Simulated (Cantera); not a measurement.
A Cantera script and what it prints.

```python
import numpy as np
import cantera as ct

gas_names = """
    AL ALCL ALCL2 ALCL3 ALH ALN AL2 AL2CL6 CL CL2 H HCL H2 N NH NH2 NH3 N2 N2H2 N2H4
""".split()
cond_names = """
    AL(cr) AL(L) ALCL3(s) ALCL3(L) ALN(s) NH4CL(a) NH4CL(b)
""".split()


# ... load() reads the species with a 1 bar reference pressure and builds the phases ...
atoms = {
    'AlCl3': {'AL': 1, 'CL': 3},
    'NH3': {'N': 1, 'H': 3},
    'N2': {'N': 2},
}
top_T = {'ALN(s)': 2750}  # K; cautious upper limits of use, not melting points


# ... equilibrate(T, P, feed) seeds the gas with the atoms and calls Mixture.equilibrate('TP', solver="vcs", rtol=1e-11, max_steps=5000) ...
results = []
feed = {'AlCl3': 1, 'NH3': 140, 'N2': 650}  # mol
P = 13332.2  # Pa
for T in [675, 775, 875, 975, 1075, 1175, 1275, 1375, 1475, 1575, 1675, 1775, 1875, 1975]:
    mix = equilibrate(T, P, feed)
    results.append((T, P, feed, dict(zip(mix.species_names, mix.species_moles))))

top = {s: max(r[3][s] / sum(r[3][g] for g in gas_names) for r in results) for s in gas_names}
cols = sorted((s for s in top if top[s] > 1e-06), key=lambda s: -top[s])[:8]
seen = [c for c in cond_names if any(r[3].get(c, 0) > 1e-12 for r in results)]
print("log10 of partial pressures in bar; condensed amounts in mol")
print(f"{'T/K':>10s}" + "".join(f"{s[:9]:>10s}" for s in cols + seen))
for T, P, feed, n in results:
    ng = sum(n[g] for g in gas_names)
    print(f"{T:10.4g}" + "".join(f"{np.log10(max(n[s] / ng * P / 1e5, 1e-99)):10.3f}" for s in cols)
          + "".join(f"{n.get(c, 0):10.4g}" for c in seen))
```

It prints:

```
log10 of partial pressures in bar; condensed amounts in mol
       T/K        N2        H2       HCL         H      ALCL       NH3     ALCL2        AL    ALN(s)
       675    -0.987    -1.525    -3.368   -14.969   -20.376    -4.665   -15.505   -37.086    0.9984
       775    -0.987    -1.525    -3.368   -12.766   -16.810    -5.193   -13.285   -30.636    0.9979
       875    -0.987    -1.525    -3.368   -11.062   -14.065    -5.608   -11.577   -25.669    0.9973
       975    -0.987    -1.525    -3.368    -9.704   -11.890    -5.942   -10.222   -21.727    0.9967
      1075    -0.987    -1.525    -3.369    -8.596   -10.125    -6.217    -9.124   -18.524    0.9961
      1175    -0.987    -1.525    -3.369    -7.674    -8.665    -6.448    -8.216   -15.871    0.9955
      1275    -0.987    -1.525    -3.369    -6.895    -7.439    -6.643    -7.454   -13.639    0.9945
      1375    -0.987    -1.525    -3.370    -6.228    -6.395    -6.811    -6.807   -11.734    0.9906
      1475    -0.987    -1.525    -3.374    -5.650    -5.499    -6.956    -6.257   -10.091    0.9682
      1575    -0.987    -1.525    -3.392    -5.144    -4.735    -7.082    -5.808    -8.660     0.855
      1675    -0.987    -1.525    -3.462    -4.698    -4.118    -7.194    -5.523    -7.402    0.4428
      1775    -0.987    -1.525    -3.548    -4.301    -3.854    -7.293    -5.577    -6.544         0
      1875    -0.987    -1.525    -3.546    -3.946    -3.853    -7.382    -5.781    -6.091         0
      1975    -0.988    -1.526    -3.545    -3.627    -3.855    -7.462    -5.967    -5.687         0
```

Method: chemical equilibrium by Gibbs-energy minimisation in Cantera with the NASA 1993 tables (ideal gas, pure condensed phases). The tables' values for AlCl2 are old estimates; treat these amounts as uncertain.
